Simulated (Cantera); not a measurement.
A perfectly stirred reactor is fed with 23.8 % C3H8, 76.2 % H2, at 0.0790 atm; it is held at 1575 K, and followed from long to short residence time.

Detailed kinetics in Cantera: GRI-Mech 3.0 (53 species, 325 reactions). GRI-Mech 3.0 was tuned for natural gas; its chemistry of propane as a main component is partial and can be far from experiment. GRI-Mech 3.0 stops at C3 and has no aromatics, soot or wall deposition, so with more carbon than oxygen in the feed, carbon stays in small species such as C2H2 where larger ones or solid carbon would form.

Problem. Predict: x(C3H8) at τ = 5.70 s; x(H2) at τ = 5.70 s; x(H) at τ = 5.70 s; x(C2H4) at τ = 5.70 s; x(CH3) at τ = 5.70 s; x(C3H8) at τ = 72.0 ms; x(H2) at τ = 72.0 ms; x(H) at τ = 72.0 ms; x(C2H4) at τ = 72.0 ms; x(CH3) at τ = 72.0 ms.

Solution. 
- x(C3H8) at τ = 5.70 s: 6.27e-6
- x(H2) at τ = 5.70 s: 0.764
- x(H) at τ = 5.70 s: 0.000169
- x(C2H4) at τ = 5.70 s: 0.00190
- x(CH3) at τ = 5.70 s: 0.000170
- x(C3H8) at τ = 72.0 ms: 0.000320
- x(H2) at τ = 72.0 ms: 0.716
- x(H) at τ = 72.0 ms: 0.000390
- x(C2H4) at τ = 72.0 ms: 0.00913
- x(CH3) at τ = 72.0 ms: 0.00115
